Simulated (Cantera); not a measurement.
An isothermal, constant-pressure homogeneous reactor starts with 0.105 % H2, 18.2 % O2, 81.7 % N2, at 1100 K and 10.00 Torr.

Detailed kinetics in Cantera: the H2/O2 subset of GRI-Mech 3.0, which has no nitrogen chemistry. Radical loss at walls, strong at low pressure, is not modelled.

x: mole fraction; the columns are a selection and need not sum to one.

```tsv
t (s)	x H2	x O2	x O	x H	x HO2	x OH
0.000300	0.00105	0.182	2.06e-12	4.67e-12	6.69e-12	2.02e-12
0.000998	0.00105	0.182	1.48e-11	8.79e-12	2.23e-11	1.40e-11
0.00332	0.00105	0.182	8.44e-11	1.60e-11	7.45e-11	7.01e-11
0.0111	0.00105	0.182	6.84e-10	6.58e-11	2.51e-10	4.63e-10
0.0368	0.00105	0.182	4.74e-8	3.80e-9	1.21e-9	2.96e-8
0.122	0.000133	0.181	0.000685	6.91e-5	3.40e-7	0.000147
0.408	(withheld)	0.181	0.000640	(withheld)	(withheld)	(withheld)
1.36	(withheld)	0.181	(withheld)	(withheld)	(withheld)	(withheld)
4.51	2.27e-7	0.181	6.64e-5	7.19e-7	4.73e-8	1.67e-5
15.0	3.11e-8	0.181	9.33e-6	3.80e-8	1.37e-8	6.27e-6
50.0	3.93e-9	0.181	1.21e-6	1.79e-9	2.89e-9	2.27e-6
```

Question: Some entries are withheld; supply them.

Answer: 
- 0.408, x H2: 2.22e-6
- 0.408, x H: 2.14e-5
- 0.408, x HO2: 1.53e-7
- 0.408, x OH: 5.13e-5
- 1.36, x H2: 1.01e-6
- 1.36, x O: 0.000291
- 1.36, x H: 6.57e-6
- 1.36, x HO2: 1.05e-7
- 1.36, x OH: 3.47e-5
